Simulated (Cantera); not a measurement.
**SiH4 + NO (silicon oxide and oxynitride deposition)**

A closed system holds: 1 mol SiH4, 0.6 mol NO, held at 1275 °C.

Cantera equilibrium calculation (NASA polynomials, part measured and part estimated; ideal gas, pure solids and liquids). Candidate condensed phases: H2O, Si, SiO2, Si2N2O, Si3N4; 35 gas species. Mutual solubility and eutectic melting of coexisting phases are not modelled. The tables hold silica as quartz up to 1696 K and as liquid above; real silica turns to tridymite and cristobalite and melts near 1996 K. Kinetics and transport are ignored.

At 5.00 Pa the condensed part is Si(s). From 17.0 Pa to 7.10 mbar the condensed part is Si(s) + Si2N2O(s). From 24.0 mbar to 1.00 bar the condensed part is Si(s) + SiO2(β-quartz) + Si2N2O(s). The main Si-bearing gas is SiO throughout. The share of Si in condensed phases is highest at 1.00 bar (99.8 %) and lowest at 5.00 Pa (39.8 %).

```tsv
P (Pa)	x H2	x SiO	x N2	x H	x Si	n Si(s)	n Si2N2O(s)	n SiO2(β-quartz)
5	0.686	0.206	0.103	0.00361	0.000635	0.398	0	0
17	0.759	0.176	0.0622	0.00206	0.000187	0.263	0.136	0
59	0.857	0.135	0.00673	0.00117	5.39e-5	0.116	0.284	0
210	0.868	0.131	0.000549	0.000626	1.51e-5	0.101	0.299	0
710	0.869	0.130	4.82e-5	0.000341	4.48e-6	0.100	0.300	0
2400	0.949	0.0503	1.09e-5	0.000194	1.32e-6	0.197	0.300	0.0970
8400	0.986	0.0144	3.12e-6	0.000105	3.78e-7	0.235	0.300	0.135
29000	0.996	0.00416	9.05e-7	5.71e-5	1.10e-7	0.246	0.300	0.146
100000	0.999	0.00121	2.62e-7	3.08e-5	3.18e-8	0.249	0.300	0.149
```
x: gas mole fraction; n: condensed amount in mol.
